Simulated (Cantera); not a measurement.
Cantera with NASA thermochemical tables; ideal gases at 1 bar, condensed phases pure. Values are per mole of reaction as written; species without (g) are pure solids or liquids, kept so even where they would boil at 1 bar. TiC: taken at fixed stoichiometry.

9 TiC + 8 NH3(g) = 9 Ti + 3 C3H8(g) + 4 N2(g)

```json
[
 {"T (K)": "1425", "ΔH° (kJ)": "1751.7", "ΔS° (J/K)": "113.5", "ΔG° (kJ)": "1589.9", "log10 K": "-58.28", "condensed phases": "TiC(s), Ti(β)"},
 {"T (K)": "1525", "ΔH° (kJ)": "[?]", "ΔS° (J/K)": "[?]", "ΔG° (kJ)": "[?]", "log10 K": "[?]", "condensed phases": "TiC(s), Ti(β)"},
 {"T (K)": "1625", "ΔH° (kJ)": "[?]", "ΔS° (J/K)": "[?]", "ΔG° (kJ)": "[?]", "log10 K": "[?]", "condensed phases": "TiC(s), Ti(β)"},
 {"T (K)": "1725", "ΔH° (kJ)": "1763.1", "ΔS° (J/K)": "120.7", "ΔG° (kJ)": "1554.9", "log10 K": "-47.08", "condensed phases": "TiC(s), Ti(β)"},
 {"T (K)": "1825", "ΔH° (kJ)": "[?]", "ΔS° (J/K)": "[?]", "ΔG° (kJ)": "[?]", "log10 K": "[?]", "condensed phases": "TiC(s), Ti(β)"},
 {"T (K)": "1925", "ΔH° (kJ)": "[?]", "ΔS° (J/K)": "[?]", "ΔG° (kJ)": "[?]", "log10 K": "[?]", "condensed phases": "TiC(s), Ti(β)"},
 {"T (K)": "2025", "ΔH° (kJ)": "1917.9", "ΔS° (J/K)": "200.6", "ΔG° (kJ)": "1511.6", "log10 K": "-38.99", "condensed phases": "TiC(s), Ti(l)"}
]
```

Problem. Fill in the missing entries.

Solution. 
- 1525, ΔH° (kJ): 1754.6
- 1525, ΔS° (J/K): 115.5
- 1525, ΔG° (kJ): 1578.5
- 1525, log10 K: -54.06
- 1625, ΔH° (kJ): 1758.4
- 1625, ΔS° (J/K): 117.9
- 1625, ΔG° (kJ): 1566.8
- 1625, log10 K: -50.36
- 1825, ΔH° (kJ): 1768.7
- 1825, ΔS° (J/K): 123.9
- 1825, ΔG° (kJ): 1542.6
- 1825, log10 K: -44.15
- 1925, ΔH° (kJ): 1775.1
- 1925, ΔS° (J/K): 127.3
- 1925, ΔG° (kJ): 1530.1
- 1925, log10 K: -41.52
